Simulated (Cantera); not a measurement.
Input: 1 mol C2F6, 0.18 mol CH4, 0.11 mol H2, equilibrated at 2423.15 K and 0.278 Torr.

Equilibrium computed with Cantera from the NASA thermochemical tables; the gas is ideal and each condensed phase is pure. Candidate condensed phases: C, C6H6, C7H8, C8H18; 95 gas species. The feed counts by its element totals alone. Rates play no part.

Base state: F 0.772, HF 0.163, CF2 0.0437, CF 0.0198, C3 0.000391, H 0.000305, C 0.000151, CF3 6.10e-5 (mole fractions); condensed: C(graphite).

Task: What changes in the equilibrium state with this change: temperature from 2423.15 K to 1598.15 K?

Result: 
| species | before | after |
|---|---|---|
| CF4 | 1.81e-5 | 0.566 |
| HF | 0.163 | 0.424 |
| CF2 | 0.0437 | 0.00660 |
| F | 0.772 | 0.00305 |
| CF | 0.0198 | 1.15e-6 |
| C3 | 0.000391 | <1e-9 |
| C | 0.000151 | <1e-9 |
| C2 | 3.55e-5 | <1e-9 |
| H | 0.000305 | 5.70e-8 |
| CF3 | 6.10e-5 | 0.000450 |
| C(graphite), mol | 1.81 | 0.909 |
Gases not in the tables: C2F6 and larger saturated fluorocarbons.
